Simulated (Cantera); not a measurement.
A closed system holds: 1 mol SiH2Cl2, 1.4 mol H2O, 12 mol N2, at 13.3 mbar.

Equilibrium computed with Cantera from the NASA thermochemical tables; the gas is ideal and each condensed phase is pure. Candidate condensed phases: H2O, NH4Cl, Si, SiO2, Si2N2O, Si3N4; 47 gas species. The tables' values for SiCl3 are old estimates; treat these amounts as uncertain. The tables hold silica as quartz up to 1696 K and as liquid above; real silica turns to tridymite and cristobalite and melts near 1996 K. Kinetics and transport are ignored.

**Question.** At 1400 °C, list the 4 most abundant gas species with their mole fractions, and the condensed phases.

**Answer.** N2 0.752, HCl 0.122, H2 0.0895, SiO 0.0342. Condensed: SiO2(β-quartz).
